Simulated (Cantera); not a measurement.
Mixture: 12.5 % H₂, 12.7 % O₂, 71.3 % N₂, 3.50 % H₂O, equivalence ratio 0.49, at 9750 Torr, adiabatic and at constant volume. Ignition delay is the time to a rise of 400 K.

Detailed kinetics in Cantera: the H2/O2 subset of GRI-Mech 3.0, which has no nitrogen chemistry. The hydrogen kinetics of GRI-Mech 3.0 are dated; newer H2 mechanisms differ, most at raised pressure. The pressure lies above the range GRI-Mech 3.0 was tuned for (to about 10 atm).

At T0 = 1500 K, what is the delay, and which 5 reactions control it most (d ln τ / d ln k, from doubling and halving each rate constant)?

The delay is 1.99 µs.
```
reaction                    d ln τ / d ln k   faster rate
--------------------------  ---------------  ------------
H + O2 <=> O + OH                     -0.93   shortens it
H2 + O <=> H + OH                     -0.22   shortens it
H + O2 + N2 <=> HO2 + N2               0.20  lengthens it
H2 + OH <=> H + H2O                   -0.16   shortens it
H + O2 + H2O <=> HO2 + H2O             0.13  lengthens it
```
